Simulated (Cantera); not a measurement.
A perfectly stirred reactor is fed with C₂H₄ : O₂ : N₂ : H₂O = 1 : 1.88 : 7.05 : 0.3 (molar parts), equivalence ratio 1.6, at 4.93 atm; it is adiabatic with a 475 K inlet, and is followed from long to short residence time, starting on the burning branch (τ in s: 0.12, 0.055, 0.025, 0.011, 0.0051, 0.0023, 0.0011, 0.00048, 0.00022, 9.8e-05).

Cantera simulation using GRI-Mech 3.0 (53 species, 325 reactions); the numbers are that mechanism's predictions, not measurements. GRI-Mech 3.0 was tuned for natural gas; its chemistry of ethylene as a main component is partial and can be far from experiment.

Problem. Predict: blow-out, bracketed by the residence times tried; x(C₂H₄) at τ = 0.120 s; x(O₂) at τ = 0.120 s; x(H₂O) at τ = 0.120 s; x(NO) at τ = 0.120 s; x(N₂O) at τ = 0.120 s; x(C₂H₄) at τ = 2.30 ms; x(O₂) at τ = 2.30 ms; x(H₂O) at τ = 2.30 ms; x(NO) at τ = 2.30 ms; x(N₂O) at τ = 2.30 ms.

Solution. 
| Property | Value |
|---|---|
| blow-out, bracketed by the residence times tried | burning at 98.0 µs, the shortest tried |
| x(C₂H₄) at τ = 0.120 s | 1.30e-6 |
| x(O₂) at τ = 0.120 s | 1.90e-5 |
| x(H₂O) at τ = 0.120 s | 0.134 |
| x(NO) at τ = 0.120 s | 8.75e-5 |
| x(N₂O) at τ = 0.120 s | 7.24e-9 |
| x(C₂H₄) at τ = 2.30 ms | 3.42e-5 |
| x(O₂) at τ = 2.30 ms | 0.000428 |
| x(H₂O) at τ = 2.30 ms | 0.135 |
| x(NO) at τ = 2.30 ms | 0.000233 |
| x(N₂O) at τ = 2.30 ms | 7.39e-8 |
